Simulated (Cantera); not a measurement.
An isothermal, constant-pressure homogeneous reactor starts with CH₄ : H₂O : H₂ = 1 : 0.42 : 1.8 (molar parts), at 1948 K and 7500 Torr.

Model: GRI-Mech 3.0 (53 species, 325 reactions), integrated in Cantera. GRI-Mech 3.0 stops at C3 and has no aromatics, soot or wall deposition, so with more carbon than oxygen in the feed, carbon stays in small species such as C2H2 where larger ones or solid carbon would form.

x: mole fraction; the columns are a selection and need not sum to one.

```json
[
 {"t (s)": "0.000500", "x CH₄": "0.0991", "x H₂O": "0.107", "x H₂": "0.711", "x HCO": "1.21e-8", "x HO₂": "<1e-12"},
 {"t (s)": "0.00115", "x CH₄": "0.0617", "x H₂O": "0.0986", "x H₂": "0.741", "x HCO": "1.35e-8", "x HO₂": "<1e-12"},
 {"t (s)": "0.00263", "x CH₄": "0.0463", "x H₂O": "0.0879", "x H₂": "0.758", "x HCO": "2.21e-8", "x HO₂": "<1e-12"},
 {"t (s)": "0.00602", "x CH₄": "0.0427", "x H₂O": "0.0709", "x H₂": "0.772", "x HCO": "4.00e-8", "x HO₂": "<1e-12"},
 {"t (s)": "0.0138", "x CH₄": "0.0398", "x H₂O": "[?]", "x H₂": "0.789", "x HCO": "[?]", "x HO₂": "<1e-12"},
 {"t (s)": "0.0316", "x CH₄": "0.0365", "x H₂O": "0.0220", "x H₂": "0.808", "x HCO": "9.62e-8", "x HO₂": "<1e-12"},
 {"t (s)": "0.0725", "x CH₄": "0.0340", "x H₂O": "0.00539", "x H₂": "0.820", "x HCO": "1.17e-7", "x HO₂": "<1e-12"},
 {"t (s)": "0.166", "x CH₄": "0.0332", "x H₂O": "[?]", "x H₂": "0.824", "x HCO": "1.23e-7", "x HO₂": "<1e-12"},
 {"t (s)": "0.381", "x CH₄": "0.0332", "x H₂O": "1.13e-5", "x H₂": "0.824", "x HCO": "1.23e-7", "x HO₂": "<1e-12"},
 {"t (s)": "0.873", "x CH₄": "0.0332", "x H₂O": "1.08e-5", "x H₂": "0.824", "x HCO": "1.23e-7", "x HO₂": "<1e-12"},
 {"t (s)": "2.00", "x CH₄": "0.0332", "x H₂O": "1.08e-5", "x H₂": "0.824", "x HCO": "1.23e-7", "x HO₂": "<1e-12"}
]
```

**Question.** Complete the blanks.

**Answer.** 
- 0.0138, x H₂O: 0.0469
- 0.0138, x HCO: 6.69e-8
- 0.166, x H₂O: 0.000311
